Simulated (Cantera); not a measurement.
Charge: 1 mol Al, 2.6 mol HCl, 10 mol N2, at 5.03 Torr.

Method: chemical equilibrium by Gibbs-energy minimisation in Cantera with the NASA 1993 tables (ideal gas, pure condensed phases). Candidate condensed phases: Al, AlCl3, AlN, NH4Cl; 20 gas species. The tables' values for AlCl2 are old estimates; treat these amounts as uncertain. Kinetics and transport are ignored. All values below are at 1750 K.

Base state: N2 0.781, HCl 0.0757, H2 0.0634, AlCl 0.0463, AlCl3 0.0169, AlCl2 0.0149, H 0.000715, Cl 0.000658 (mole fractions); condensed: gas only.

What changes in the equilibrium state with this change: HCl from 2.6 to 0.84 mol?


```
species        before     after
-----------  --------  --------
N2              0.781     0.889
AlCl           0.0463    0.0709
H2             0.0634    0.0362
HCl            0.0757   0.00241
AlCl3          0.0169   4.58e-5
AlCl2          0.0149  0.000963
Al            4.77e-6  0.000173
Cl           0.000658   2.77e-5
AlN(s), mol         0     0.197
```
